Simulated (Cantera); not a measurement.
Feed: 1 mol Si, 0.72 mol NF3, 1.3 mol H2, at 825 K and 9.00 Torr.

Method: chemical equilibrium by Gibbs-energy minimisation in Cantera with the NASA 1993 tables (ideal gas, pure condensed phases). Candidate condensed phases: Si, Si3N4; 37 gas species. The numbers say what is thermodynamically allowed, not how fast it happens.

What is the equilibrium state?


* **x(H2)**: 0.687
* **x(SiF4)**: 0.285
* **x(N2)**: 0.0282
* **x(HF)**: 0.000116
* **x(SiHF3)**: 0.000112
* **x(NH3)**: 2.68e-6
* **n(Si3N4(s))**: 0.153 mol
* **gas amount**: 1.893 mol
* **log10 activity of Si(s) (absent)**: -7.64
